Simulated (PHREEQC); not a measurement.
Phosphoric acid bath (model solution)

A solution holds 8.7 mmol/kgw H3PO4, 0.46 mmol/kgw HF and 0.81 mmol/kgw H3AsO4, at 25 °C. Closed to the air; pH follows from the charge balance.

Computed with PHREEQC (ion-association model, wateq4f.dat).

Precipitation was switched off in this run.

Q: Predict the pH.

A: pH 2.29.

Q: In which forms is As present?

A: H2AsO4- 51 %, H3AsO4 49 % of the As.

Species that the database lacks are ignored. H3PO4, which wateq4f.dat lacks, is added to it with the constant of phreeqc.dat.
